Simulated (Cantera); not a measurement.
Charge: 1 mol Al2O3, 0.018 mol N2, held at 2875 K and 7.50 Torr.

These are equilibrium values from Cantera (NASA tables, ideal gas, pure condensed phases), not measurements of a reactor. Candidate condensed phases: Al, AlN, Al2O3; 16 gas species. Equilibrium is a limit: real reactors are often held back by kinetics, nucleation or transport.

Base state: N2 0.898, O 0.0436, Al 0.0235, AlO 0.0191, Al2O 0.00577, NO 0.00572, O2 0.00363, Al2O2 0.000263 (mole fractions); condensed: Al2O3(l).

Q: What changes in the equilibrium state with this change: temperature from 2875 K to 2150 K?

A: 
```
species          before    after
-------------  --------  -------
N2                0.898    1.000
Al               0.0235  1.03e-5
NO              0.00572  1.02e-5
O                0.0436  7.20e-6
AlO              0.0191  1.99e-6
Al2O2          0.000263  4.90e-9
AlO2            3.83e-5    <1e-9
O2              0.00363  1.36e-7
Al2O            0.00577  5.64e-7
N               5.69e-5  6.77e-8
Al2O3(l), mol     0.999        0
Al2O3(s), mol         0     1.00
```
